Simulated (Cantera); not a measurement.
Feed: 1 mol MgO, 0.085 mol SO2, 0.29 mol CO2, equilibrated at 750 K and 17.0 mbar.

Equilibrium computed with Cantera from the NASA thermochemical tables; the gas is ideal and each condensed phase is pure. Candidate condensed phases: C, Mg, MgCO3, MgO, MgS, MgSO4, S; 26 gas species. The numbers say what is thermodynamically allowed, not how fast it happens.

Q: What is the equilibrium state?

A: 
```
Property                                     Value
--------------------------------------  ----------
x(CO2)                                       0.773
x(SO2)                                       0.227
x(CO)                                      2.97e-6
n(MgO(s))                                1.000 mol
gas amount                              0.3750 mol
log10 activity of MgCO3(s) (absent)          -2.75
log10 activity of S(l) (absent)              -3.77
log10 activity of C(graphite) (absent)       -9.97
```
